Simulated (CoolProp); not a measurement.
Methanol along the isobar 40 bar: fugacity coefficient from the reference equation and from simpler models built on Tc = 513.4 K, pc = 82.16 bar, ω = 0.565; each cubic takes its own stable root.

The numbers come from the reference Helmholtz-energy equation of state, de Reuck 1993 in CoolProp.

| T (K) | phase | reference | van der Waals | Redlich-Kwong | Soave-Redlich-Kwong | Peng-Robinson |
|---|---|---|---|---|---|---|
| 257.2 | liquid | 0.0003701 | 0.06381 | 0.005238 | 0.0002381 | 0.0002774 |
| 278.4 | liquid | 0.001488 | 0.1038 | 0.01449 | 0.001141 | 0.001267 |
| 299.7 | liquid | 0.004829 | 0.1573 | 0.03345 | 0.004198 | 0.004494 |
| 321 | liquid | 0.01312 | ? | 0.06680 | 0.01245 | 0.01296 |
| 342.3 | liquid | 0.03086 | 0.3065 | 0.1191 | 0.03105 | 0.03165 |
| 363.6 | liquid | 0.06440 | 0.4013 | 0.1937 | 0.06726 | 0.06750 |
| 384.9 | liquid | 0.1215 | 0.5081 | 0.2926 | 0.1297 | 0.1286 |
| 406.2 | liquid | ? | 0.6248 | 0.4156 | 0.2266 | 0.2230 |
| 427.5 | liquid | 0.3386 | 0.7488 | 0.5603 | 0.3642 | 0.3566 |
| 448.8 | liquid | 0.5104 | 0.7999 | 0.7220 | 0.5440 | 0.5310 |
| 470.1 | liquid | 0.7256 | 0.8216 | 0.7908 | 0.7603 | 0.7413 |
| 491.3 | gas | 0.8027 | 0.8400 | 0.8162 | ? | 0.7928 |
| 512.6 | gas | 0.8399 | 0.8559 | 0.8377 | 0.8374 | 0.8223 |
| 533.9 | gas | 0.8667 | 0.8697 | 0.8559 | ? | 0.8472 |
| 555.2 | gas | 0.8864 | 0.8818 | 0.8717 | 0.8829 | ? |
| 576.5 | gas | 0.9011 | 0.8925 | 0.8853 | 0.9007 | 0.8864 |

Q: Fill in the missing entries.

A: 
- 321, van der Waals: 0.2249
- 406.2, reference: 0.2105
- 491.3, Soave-Redlich-Kwong: 0.8079
- 533.9, Soave-Redlich-Kwong: 0.8621
- 555.2, Peng-Robinson: 0.8683

At some of these states van der Waals, Redlich-Kwong gives the other phase, because its saturation line lies elsewhere.
